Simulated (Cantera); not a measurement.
# Ignition delay

Mixture: CO : H₂ : O₂ : N₂ = 1 : 1 : 1.2 : 8.19 (molar parts), equivalence ratio 0.83, at 10.0 bar, adiabatic and at constant pressure. Ignition delay is the time to a rise of 400 K.

Detailed kinetics in Cantera: GRI-Mech 3.0 (53 species, 325 reactions). The hydrogen kinetics of GRI-Mech 3.0 are dated; newer H2 mechanisms differ, most at raised pressure. Below about 950 K walls govern HO2 and H2O2 in real vessels.

| T0 (K) | delay (ms) |
|---|---|
| 925 | 52.6 |
| 1000 | 7.49 |
| 1075 | 1.19 |
| 1150 | 0.174 |
| 1225 | 0.0251 |
| 1300 | 0.00911 |
| 1375 | 0.00539 |
| 1450 | 0.00383 |
| 1525 | 0.00302 |

```yaml
apparent activation energy between 1375 and 1525 K: 67 kJ/mol
```
